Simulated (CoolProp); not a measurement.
500 sccm (0 °C, 1 atm) of nitrogen bubbles through liquid water at 354.1 K and leaves saturated at a total pressure of 0.15 MPa (ideal gas phase). Each further row changes one setting.

Computed with CoolProp (reference Helmholtz-energy equation of state, Wagner 2002).

```json
[
 {"case": "as stated", "vapour pressure (kPa)": "49.3", "mole fraction of vapour": "0.328", "delivery (mg/min)": "197", "delivery (sccm)": "245", "change of delivery for a bath 1 K warmer (%)": "6.2"},
 {"case": "bath temperature 359.1 K", "vapour pressure (kPa)": "60.1", "mole fraction of vapour": "0.400", "delivery (mg/min)": "268", "delivery (sccm)": "334", "change of delivery for a bath 1 K warmer (%)": "6.8"},
 {"case": "total pressure 0.3 MPa", "vapour pressure (kPa)": "49.3", "mole fraction of vapour": "0.164", "delivery (mg/min)": "79.0", "delivery (sccm)": "98.2", "change of delivery for a bath 1 K warmer (%)": "4.9"}
]
```
